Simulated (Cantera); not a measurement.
Input: 1 mol (CH3)2SiCl2, 2.5 mol CH4, 170 mol H2, at 2423 K and 0.590 bar.

These are equilibrium values from Cantera (NASA tables, ideal gas, pure condensed phases), not measurements of a reactor. Candidate condensed phases: C, C6H6, C7H8, C8H18, Si, SiC; 109 gas species. The feed counts by its element totals alone. The tables' values for SiCl are old estimates; treat these amounts as uncertain. Gases not in the tables: Si2H6 and higher silanes. Kinetics and transport are ignored.

Base state: H2 0.957, H 0.0226, HCl 0.0107, C2H2 (acetylene) 0.00741, Si 0.000882, SiH 0.000198, SiC2 0.000182, Cl 0.000180 (mole fractions); condensed: C(graphite) + SiC(s).

What changes in the equilibrium state with this change: pressure from 0.590 bar to 1.60 mbar?


```tsv
species	before	after
H2	0.957	0.629
H	0.0226	0.352
HCl	0.0107	0.00653
Si	0.000882	0.00374
CH4	9.23e-5	1.08e-7
C	9.46e-8	3.49e-5
C3	2.44e-7	9.01e-5
SiCl2	3.76e-5	2.44e-7
SiH2	0.000146	1.11e-6
C(graphite), mol	0.988	1.87
SiC(s), mol	0.692	0
```

What changes in the equilibrium state with this change: (CH3)2SiCl2 replaced by SiH4?


```
species             before    after
----------------  --------  -------
H2                   0.957    0.970
H                   0.0226   0.0227
C2H2 (acetylene)   0.00741  0.00486
HCl                 0.0107        0
Si                0.000882  0.00110
Cl                0.000180        0
SiCl               4.09e-5        0
SiCl2              3.76e-5        0
C4H2               2.36e-5  1.00e-5
C(graphite), mol     0.988        0
SiC(s), mol          0.692    0.651
```
